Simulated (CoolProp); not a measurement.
Vapour-liquid equilibrium of ethanol (1) + n-octane (2) at 82.65 °C; x and y are mole fractions of (1).

The numbers come from the multi-fluid Helmholtz-energy mixture model, Schroeder 2014 and Beckmüller 2019; pair parameters Bell 2016 in CoolProp.

| x | bubble pressure, mixture model (bar) | bubble pressure, Raoult's law (bar) | y, mixture model | y, Raoult's law |
|---|---|---|---|---|
| 0.05 | 0.6180 | 0.3043 | 0.593 | 0.196 |
| 0.125 | 0.9242 | 0.3746 | 0.737 | 0.399 |
| 0.2 | 1.070 | 0.4449 | 0.779 | 0.537 |
| 0.275 | 1.135 | 0.5152 | 0.796 | 0.638 |
| 0.35 | 1.160 | 0.5854 | 0.802 | 0.714 |
| 0.425 | 1.168 | 0.6557 | 0.805 | 0.774 |
| 0.5 | 1.171 | 0.7260 | 0.806 | 0.823 |
| 0.575 | 1.176 | 0.7963 | 0.808 | 0.863 |
| 0.65 | 1.184 | 0.8665 | 0.814 | 0.896 |
| 0.725 | 1.196 | 0.9368 | 0.825 | 0.924 |
| 0.8 | 1.209 | 1.007 | 0.845 | 0.949 |
| 0.875 | 1.218 | 1.077 | 0.881 | 0.970 |
| 0.95 | 1.212 | 1.148 | 0.940 | 0.989 |

The largest gap from Raoult's law is +146.7 % in bubble pressure, at x = 0.125. y crosses x between x = 0.875 and 0.95: the model has an azeotrope there.

The pair parameters rest on a limited set of measurements; away from them the model extrapolates. With so large a gap from Raoult's law the liquid may split in two, which this calculation doesn't test in full.
